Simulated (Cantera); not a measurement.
Charge: 1 mol HgO, 0.051 mol H2, equilibrated at 300 °C and 15.0 mbar.

Method: chemical equilibrium by Gibbs-energy minimisation in Cantera with the NASA 1993 tables (ideal gas, pure condensed phases). Candidate condensed phases: H2O, Hg, HgO; 10 gas species. Rates play no part.

Base state: Hg 0.656, O2 0.311, H2O 0.0334 (mole fractions); condensed: gas only.

Question: What changes in the equilibrium state with this change: H2 from 0.051 to 5 mol?

Answer: 
```json
[
 {"species": "H2", "before": "<1e-9", "after": "0.667"},
 {"species": "H2O", "before": "0.0334", "after": "0.167"},
 {"species": "Hg", "before": "0.656", "after": "0.167"},
 {"species": "O2", "before": "0.311", "after": "<1e-9"}
]
```
